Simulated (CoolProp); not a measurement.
Model: reference Helmholtz-energy equation of state, Tillner-Roth 1997, in CoolProp.

**Question.** For CH2F2 (R32), give the phase and the Z, cp (kJ/(kg K)), isothermal compressibility (1/MPa), expansivity (1/kK) at 435 K and 1330 kPa; 435 K and 2000 kPa; 435 K and 6670 kPa.

**Answer.** 
- 435 K and 1330 kPa: gas; Z 0.959, cp 1.10, isothermal compressibility 0.785, expansivity 2.68
- 435 K and 2000 kPa: gas; Z 0.938, cp 1.14, isothermal compressibility 0.534, expansivity 2.90
- 435 K and 6670 kPa: supercritical; Z 0.787, cp 1.46, isothermal compressibility 0.191, expansivity 5.06
